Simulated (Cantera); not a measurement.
Charge: 1 mol Si3N4, 1.3 mol HCl, at 1225 K and 51.0 mbar.

Cantera equilibrium calculation (NASA polynomials, part measured and part estimated; ideal gas, pure solids and liquids). Candidate condensed phases: NH4Cl, Si, Si3N4; 28 gas species. The tables' values for SiCl3 are old estimates; treat these amounts as uncertain. Equilibrium is a limit: real reactors are often held back by kinetics, nucleation or transport.

Base state: HCl 0.464, H2 0.290, SiCl4 0.140, N2 0.0986, SiCl3 0.00411, SiHCl3 0.00273, SiCl2 0.000954 (mole fractions); condensed: Si3N4(s).

**Question.** What changes in the equilibrium state with this change: temperature from 1225 K to 1123 K?

**Answer.** 
```json
[
 {"species": "HCl", "before": "0.464", "after": "0.448"},
 {"species": "H2", "before": "0.290", "after": "0.300"},
 {"species": "SiCl4", "before": "0.140", "after": "0.149"},
 {"species": "N2", "before": "0.0986", "after": "0.101"},
 {"species": "SiCl2", "before": "0.000954", "after": "8.03e-5"},
 {"species": "SiCl3", "before": "0.00411", "after": "0.000980"},
 {"species": "SiHCl3", "before": "0.00273", "after": "0.00171"},
 {"species": "Si3N4(s), mol", "before": "0.939", "after": "0.938"}
]
```
